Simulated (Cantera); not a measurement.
A Cantera script and what it prints.

```python
import numpy as np
import cantera as ct

gas_names = """
    C CH CH2 CH3 CH4 C2 C2H C2H2,acetylene C2H2,vinylidene C2H3,vinyl C2H4 C2H5 C2H6 C3 C3H3,propargyl
    C3H4,allene C3H4,propyne C3H4,cyclo- C3H5,allyl C3H6,propylene C3H6,cyclo- C3H7,n-propyl
    C3H7,i-propyl C3H8 C4 C4H2 C4H4,1,3-cyclo- C4H6,butadiene C4H6,2-butyne C4H6,cyclo- C4H8,1-butene
    C4H8,cis2-buten C4H8,tr2-butene C4H8,isobutene C4H8,cyclo- C4H9,n-butyl C4H9,i-butyl C4H9,s-butyl
    C4H9,t-butyl C4H10,isobutane C4H10,n-butane C5 C5H6,1,3cyclo- C5H8,cyclo- C5H10,1-pentene
    C5H10,cyclo- C5H11,pentyl C5H11,t-pentyl C5H12,n-pentane C5H12,i-pentane CH3C(CH3)2CH3 C6H2
    C6H5,phenyl C6H6 C6H10,cyclo- C6H12,1-hexene C6H12,cyclo- C6H13,n-hexyl C7H7,benzyl C7H8
    C7H14,1-heptene C7H15,n-heptyl C7H16,n-heptane C8H8,styrene C8H10,ethylbenz C8H16,1-octene
    C8H17,n-octyl C8H18,isooctane C8H18,n-octane C9H19,n-nonyl C10H8,naphthale C10H21,n-decyl
    C12H9,o-bipheny C12H10,bipheny H H2
""".split()
cond_names = """
    C(gr) C6H6(L) C7H8(L) C8H18(L),n-octa
""".split()


def load(file, names, dense=False):
    # The tables refer to 1 bar. Condensed volumes are neglected.
    table = {s.name: s for s in ct.Species.list_from_file(file)}
    out = []
    for n in names:
        d = dict(table[n].input_data)
        d["thermo"] = dict(d["thermo"], **{"reference-pressure": 1e5})
        if dense:
            d["equation-of-state"] = {"model": "constant-volume", "density": "1e6 g/cm^3"}
        out.append(ct.Species.from_dict(d))
    return out


gas = ct.Solution(thermo="ideal-gas", species=load("nasa_gas.yaml", gas_names))
cond = {s.name: ct.Solution(thermo="fixed-stoichiometry", species=[s], name=s.name)
        for s in load("nasa_condensed.yaml", cond_names, dense=True)}
atoms = {
    'C6H6': {'C': 6, 'H': 6},
    'H2': {'H': 2},
}
top_T = {'C(gr)': 4500}  # K; cautious upper limits of use, not melting points


def equilibrate(T, P, feed):
    n = {}
    for name, mol in feed.items():
        for a, k in atoms[name].items():
            n[a] = n.get(a, 0.0) + k * mol
    gas.TPX = T, P, n
    mass = sum(n.values()) * gas.mean_molecular_weight
    gas.equilibrate("TP")
    valid = [c for c in cond.values() if c.min_temp <= T <= top_T.get(c.name, c.max_temp)]
    mix = ct.Mixture([(gas, mass / gas.mean_molecular_weight)] + [(c, 0.0) for c in valid])
    mix.T, mix.P = T, P
    mix.equilibrate("TP", solver="vcs", rtol=1e-11, max_steps=5000)
    return mix


results = []
T = 848  # K
P = 9400000  # Pa
for m in [2.3, 2.7, 3.1, 3.7, 4.3, 5, 5.9, 6.9, 8, 9.4, 11]:
    feed = {'C6H6': 1, 'H2': m}  # mol
    mix = equilibrate(T, P, feed)
    results.append((T, P, feed, dict(zip(mix.species_names, mix.species_moles))))

top = {s: max(r[3][s] / sum(r[3][g] for g in gas_names) for r in results) for s in gas_names}
cols = sorted((s for s in top if top[s] > 0.001), key=lambda s: -top[s])[:8]
seen = [c for c in cond_names if any(r[3].get(c, 0) > 1e-12 for r in results)]
print("log10 of partial pressures in bar; condensed amounts in mol")
print(f"{'n(H2)':>10s}" + "".join(f"{s[:9]:>10s}" for s in cols + seen))
for T, P, feed, n in results:
    ng = sum(n[g] for g in gas_names)
    print(f"{feed['H2']:10.4g}" + "".join(f"{np.log10(max(n[s] / ng * P / 1e5, 1e-99)):10.3f}" for s in cols)
          + "".join(f"{n.get(c, 0):10.4g}" for c in seen))
```

Result:

```
log10 of partial pressures in bar; condensed amounts in mol
     n(H2)       CH4        H2     C(gr)
       2.3     1.917     1.055      3.52
       2.7     1.917     1.055     3.333
       3.1     1.917     1.055     3.146
       3.7     1.917     1.055     2.865
       4.3     1.917     1.055     2.584
         5     1.917     1.055     2.257
       5.9     1.917     1.055     1.835
       6.9     1.917     1.055     1.368
         8     1.917     1.055    0.8529
       9.4     1.917     1.055    0.1978
        11     1.848     1.371         0
```

Equilibrium computed with Cantera from the NASA thermochemical tables; the gas is ideal and each condensed phase is pure. The ideal-gas law is rough above about 30 bar.
